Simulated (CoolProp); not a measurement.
n-dodecane along the isobar 2.26 bar: fugacity coefficient from the reference equation and from simpler models built on Tc = 658.1 K, pc = 18.18 bar, ω = 0.574; each cubic takes its own stable root.

Computed with CoolProp (reference Helmholtz-energy equation of state, Lemmon 2004). It is a short technical equation, of lower accuracy than the large ones.

```csv
T (K),phase,reference
536.2,gas,0.8934
543.2,gas,0.8985
550.2,gas,0.9032
557.2,gas,0.9076
564.1,gas,0.9118
571.1,gas,0.9157
578.1,gas,0.9194
585.1,gas,0.9229
592.1,gas,0.9262
599.1,gas,0.9294
606,gas,0.9323
613,gas,0.9351
620,gas,0.9378
```

Task: How far does each simpler model (van der Waals, Soave-Redlich-Kwong, Peng-Robinson) lie from the reference over these 13 states: mean and median of the absolute difference, and the worst?

Result: 
- van der Waals: mean 3.4 %, median 3.3 %, worst +5.2 % at 536.2 K and 2.26 bar
- Soave-Redlich-Kwong: mean 1.4 %, median 1.4 %, worst +2.0 % at 536.2 K and 2.26 bar
- Peng-Robinson: mean 0.9 %, median 0.8 %, worst +1.5 % at 536.2 K and 2.26 bar
